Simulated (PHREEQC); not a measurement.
**Silver or lead bath: speciation**

Dissolve 0.76 mmol/kgw PbCl2, 0.061 mmol/kgw HNO3 and 130 mmol/kgw Zn(NO3)2 at 25 °C. Closed to the air; pH follows from the charge balance.

All values are PHREEQC results (ion-association model, wateq4f.dat), not measurements.

Each row changes one thing in this solution. No solid was allowed to form.

```json
[
 {"case": "as made", "pH": "4.32", "Cl- (mol/kgw)": "0.00139", "Pb+2 (mol/kgw)": "0.000387", "PbNO3+ (mol/kgw)": "0.000368", "ZnCl+ (mol/kgw)": "0.000129", "PbCl+ (mol/kgw)": "5.50e-6", "SI of Pb(OH)2 (Pb(OH)2)": "-3.48", "SI of Zincite(c) (ZnO)": "-3.96"},
 {"case": "0.0056 mol/kgw Li2SO4 added", "pH": "4.34", "Cl- (mol/kgw)": "0.00139", "Pb+2 (mol/kgw)": "0.000374", "PbNO3+ (mol/kgw)": "0.000355", "ZnCl+ (mol/kgw)": "0.000125", "PbCl+ (mol/kgw)": "5.32e-6", "SI of Pb(OH)2 (Pb(OH)2)": "-3.45", "SI of Zincite(c) (ZnO)": "-3.93"},
 {"case": "PbCl2 from 0.00076 to 7.6e-05 mol/kgw", "pH": "4.32", "Cl- (mol/kgw)": "0.000139", "Pb+2 (mol/kgw)": "3.89e-5", "PbNO3+ (mol/kgw)": "3.70e-5", "ZnCl+ (mol/kgw)": "1.29e-5", "PbCl+ (mol/kgw)": "5.55e-8", "SI of Pb(OH)2 (Pb(OH)2)": "-4.47", "SI of Zincite(c) (ZnO)": "-3.96"},
 {"case": "temperature from 25 to 35 °C", "pH": "4.31", "Cl- (mol/kgw)": "0.00133", "Pb+2 (mol/kgw)": "0.000391", "PbNO3+ (mol/kgw)": "0.000362", "ZnCl+ (mol/kgw)": "0.000185", "PbCl+ (mol/kgw)": "6.61e-6", "SI of Pb(OH)2 (Pb(OH)2)": "…", "SI of Zincite(c) (ZnO)": "…"},
 {"case": "PbCl2 from 0.00076 to 0.00114 mol/kgw", "pH": "4.32", "Cl- (mol/kgw)": "0.00208", "Pb+2 (mol/kgw)": "0.000578", "PbNO3+ (mol/kgw)": "0.000549", "ZnCl+ (mol/kgw)": "0.000192", "PbCl+ (mol/kgw)": "1.23e-5", "SI of Pb(OH)2 (Pb(OH)2)": "…", "SI of Zincite(c) (ZnO)": "…"},
 {"case": "diluted 5-fold with water", "pH": "…", "Cl- (mol/kgw)": "0.000295", "Pb+2 (mol/kgw)": "0.000116", "PbNO3+ (mol/kgw)": "3.48e-5", "ZnCl+ (mol/kgw)": "8.78e-6", "PbCl+ (mol/kgw)": "5.37e-7", "SI of Pb(OH)2 (Pb(OH)2)": "-2.60", "SI of Zincite(c) (ZnO)": "-3.21"},
 {"case": "0.002 mol/kgw H4SiO4 added", "pH": "4.32", "Cl- (mol/kgw)": "0.00139", "Pb+2 (mol/kgw)": "0.000387", "PbNO3+ (mol/kgw)": "0.000368", "ZnCl+ (mol/kgw)": "0.000129", "PbCl+ (mol/kgw)": "5.50e-6", "SI of Pb(OH)2 (Pb(OH)2)": "-3.48", "SI of Zincite(c) (ZnO)": "-3.96"}
]
```

Some entries are withheld; supply them.


- temperature from 25 to 35 °C, SI of Pb(OH)2 (Pb(OH)2): -3.16
- temperature from 25 to 35 °C, SI of Zincite(c) (ZnO): -3.46
- PbCl2 from 0.00076 to 0.00114 mol/kgw, SI of Pb(OH)2 (Pb(OH)2): -3.30
- PbCl2 from 0.00076 to 0.00114 mol/kgw, SI of Zincite(c) (ZnO): -3.97
- diluted 5-fold with water, pH: 4.94

Some of these states are supersaturated (in Anglesite, SiO2(a), Quartz (slow to form), for instance).
